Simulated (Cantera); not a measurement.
## Chemical vapour transport: Fe₂O₃ + HCl + N₂

A closed system holds: 1 mol Fe₂O₃, 0.35 mol HCl, 0.53 mol N₂, at 0.980 bar.

Equilibrium computed with Cantera from the NASA thermochemical tables; the gas is ideal and each condensed phase is pure. Candidate condensed phases: Fe, FeCl₂, FeCl₃, FeO, Fe(OH)₂, Fe(OH)₃, Fe₂O₃, Fe₃O₄, H₂O, NH₄Cl; 37 gas species. Mutual solubility and eutectic melting of coexisting phases are not modelled. Condensed phases not in the tables: FeOCl. Kinetics and transport are ignored.

At 700 K the condensed part is FeCl₂(s) + Fe₂O₃(s). From 800 K to 1500 K the condensed part is Fe₂O₃(s). At 1600 K the condensed part is Fe₂O₃(s) + Fe₃O₄(s). At 1700 K the condensed part is Fe₃O₄(s). The main Fe-bearing gas is Fe₂Cl₆ at 700 K and FeCl₂ at 1700 K. The share of Fe in condensed phases is highest at 700 K (99.7 %) and lowest at 1700 K (97.2 %).

| T (K) | x N₂ | x HCl | x O₂ | x H₂O | x FeCl₂ | x FeCl₃ | x Cl | x Cl₂ | n FeCl₂(s) | n Fe₂O₃(s) | n Fe₃O₄(s) |
|---|---|---|---|---|---|---|---|---|---|---|---|
| 700 | 0.607 | 0.377 | <1e-12 | 0.0120 | 1.58e-6 | 0.00116 | 5.86e-9 | 7.72e-5 | 0.000133 | 0.996 | 0 |
| 800 | 0.606 | 0.375 | 4.40e-12 | 0.0128 | 8.00e-5 | 0.00418 | 6.36e-8 | 4.54e-5 | 0 | 0.996 | 0 |
| 900 | 0.606 | 0.369 | 1.33e-9 | 0.0155 | 0.000442 | 0.00826 | 1.15e-6 | 0.000235 | 0 | 0.995 | 0 |
| 1000 | 0.606 | 0.360 | 1.23e-7 | 0.0201 | 0.00148 | 0.0114 | 1.08e-5 | 0.000760 | 0 | 0.994 | 0 |
| 1100 | 0.606 | 0.349 | 4.84e-6 | 0.0256 | 0.00370 | 0.0132 | 6.56e-5 | 0.00184 | 0 | 0.993 | 0 |
| 1200 | 0.606 | 0.336 | 9.40e-5 | 0.0320 | 0.00761 | 0.0137 | 0.000283 | 0.00351 | 0 | 0.991 | 0 |
| 1300 | 0.605 | 0.321 | 0.000854 | 0.0392 | 0.0142 | 0.0130 | 0.000883 | 0.00496 | 0 | 0.988 | 0 |
| 1400 | 0.603 | 0.302 | 0.00340 | 0.0479 | 0.0254 | 0.0111 | 0.00200 | 0.00484 | 0 | 0.984 | 0 |
| 1500 | 0.599 | 0.277 | 0.00762 | 0.0590 | 0.0414 | 0.00820 | 0.00350 | 0.00352 | 0 | 0.978 | 0 |
| 1600 | 0.567 | 0.246 | 0.0560 | 0.0644 | 0.0458 | 0.00629 | 0.00792 | 0.00509 | 0 | 0.698 | 0.185 |
| 1700 | 0.502 | 0.202 | 0.159 | 0.0650 | 0.0486 | 0.00380 | 0.0128 | 0.00438 | 0 | 0 | 0.648 |
x: gas mole fraction; n: condensed amount in mol.
